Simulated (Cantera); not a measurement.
Input: 1 mol Si₂Cl₆, 0.052 mol Cl₂, 230 mol N₂, held at 1273.15 K and 2.60 mbar.

Equilibrium computed with Cantera from the NASA thermochemical tables; the gas is ideal and each condensed phase is pure. Candidate condensed phases: Si, Si₃N₄; 13 gas species. The feed counts by its element totals alone. N₂ is the only nitrogen source here; it is nearly inert below about 1500 K, so the nitride shown seldom forms there in practice. The tables' values for SiCl₃ are old estimates; treat these amounts as uncertain. Kinetics and transport are ignored.

Base state: N₂ 0.992, SiCl₄ 0.00430, SiCl₂ 0.00261, SiCl₃ 0.00131 (mole fractions); condensed: Si₃N₄(s).

What changes in the equilibrium state with this change: Cl₂ from 0.052 to 0.42 mol?


```csv
species,before,after
N₂,0.992,0.991
SiCl₄,0.00430,0.00549
SiCl₂,0.00261,0.00188
Cl,8.32e-6,1.11e-5
SiCl₃,0.00131,0.00125
"Si₃N₄(s), mol",0.0322,0
```

What changes in the equilibrium state with this change: Si₂Cl₆ replaced by SiH₂Cl₂?


| species | before | after |
|---|---|---|
| N₂ | 0.992 | 0.991 |
| HCl | 0 | 0.00737 |
| H₂ | 0 | 0.000637 |
| SiCl₄ | 0.00430 | 0.000131 |
| SiCl₂ | 0.00261 | 0.000455 |
| SiCl₃ | 0.00131 | 9.53e-5 |
| Si₃N₄(s), mol | 0.0322 | 0.281 |
Further candidate phases: NH₄Cl.
